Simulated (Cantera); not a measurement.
# Dilute partial oxidation

A perfectly stirred reactor is fed with 0.365 % CH3OH, 0.986 % O2, 98.6 % N2, equivalence ratio 0.56, at 563 Torr; it is held at 1150 K, and followed from long to short residence time.

Model: GRI-Mech 3.0 (53 species, 325 reactions), integrated in Cantera. GRI-Mech 3.0 was tuned for natural gas; its chemistry of methanol as a main component is partial and can be far from experiment.

```json
[
 {"τ (s)": "4.4", "x CH3OH": "1.63e-6", "x O2": "0.00441", "x OH": "7.12e-6", "x C2H6": "<1e-12", "x NO": "1.03e-7"},
 {"τ (s)": "2.1", "x CH3OH": "2.52e-6", "x O2": "0.00443", "x OH": "8.97e-6", "x C2H6": "<1e-12", "x NO": "7.62e-8"},
 {"τ (s)": "1.0", "x CH3OH": "3.81e-6", "x O2": "0.00446", "x OH": "1.14e-5", "x C2H6": "<1e-12", "x NO": "5.59e-8"},
 {"τ (s)": "0.50", "x CH3OH": "5.52e-6", "x O2": "0.00451", "x OH": "1.44e-5", "x C2H6": "<1e-12", "x NO": "4.29e-8"},
 {"τ (s)": "0.24", "x CH3OH": "8.10e-6", "x O2": "0.00459", "x OH": "1.85e-5", "x C2H6": "<1e-12", "x NO": "3.44e-8"},
 {"τ (s)": "0.12", "x CH3OH": "1.17e-5", "x O2": "0.00470", "x OH": "2.32e-5", "x C2H6": "1.97e-12", "x NO": "2.98e-8"},
 {"τ (s)": "0.058", "x CH3OH": "0.000642", "x O2": "0.00771", "x OH": "6.18e-7", "x C2H6": "1.27e-12", "x NO": "7.52e-12"},
 {"τ (s)": "0.028", "x CH3OH": "0.00128", "x O2": "0.00840", "x OH": "5.67e-7", "x C2H6": "1.12e-12", "x NO": "1.25e-12"},
 {"τ (s)": "0.014", "x CH3OH": "0.00210", "x O2": "0.00903", "x OH": "4.85e-7", "x C2H6": "<1e-12", "x NO": "<1e-12"},
 {"τ (s)": "0.0067", "x CH3OH": "0.00365", "x O2": "0.00986", "x OH": "1.67e-10", "x C2H6": "7.03e-11", "x NO": "<1e-12"}
]
```
x: mole fraction; the columns are a selection and need not sum to one.
